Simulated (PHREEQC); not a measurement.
## Nickel, zinc or cadmium bath

Make-up at 94 °C: 0.0088 mol ZnCl2, 0.17 mol H3BO3 and 0.025 mol FeSO4 per kg of water. Closed to the air; pH follows from the charge balance.

All values are PHREEQC results (ion-association model, phreeqc.dat), not measurements.

Each row changes one thing in this solution. No solid was allowed to form.

| case | pH | ionic strength (mol/kgw) | Cl- (mol/kgw) | Fe+2 (mol/kgw) | SO4-2 (mol/kgw) | FeSO4 (mol/kgw) | SI of Melanterite (FeSO4:7H2O) |
|---|---|---|---|---|---|---|---|
| as made | 4.91 | 0.0690 | 0.0165 | 0.0139 | 0.0110 | 0.0109 | -2.99 |
| temperature from 94 to 70 °C | 4.97 | 0.0734 | 0.0169 | 0.0150 | 0.0119 | 0.00986 | -2.77 |
| diluted 2-fold with water | 4.97 | 0.0376 | 0.00842 | 0.00755 | 0.00624 | 0.00490 | ___ |
| temperature from 94 to 10 °C | ___ | 0.0886 | 0.0174 | 0.0186 | 0.0153 | 0.00620 | ___ |
| temperature from 94 to 65 °C | 4.98 | 0.0745 | 0.0170 | 0.0152 | 0.0121 | 0.00961 | -2.71 |

What belongs in the gaps?


- diluted 2-fold with water, SI of Melanterite (FeSO4:7H2O): -3.33
- temperature from 94 to 10 °C, pH: 5.13
- temperature from 94 to 10 °C, SI of Melanterite (FeSO4:7H2O): -1.93

Species that the database lacks are ignored. At this temperature some constants are extrapolated from 25 °C, and those without enthalpy data are left unchanged.
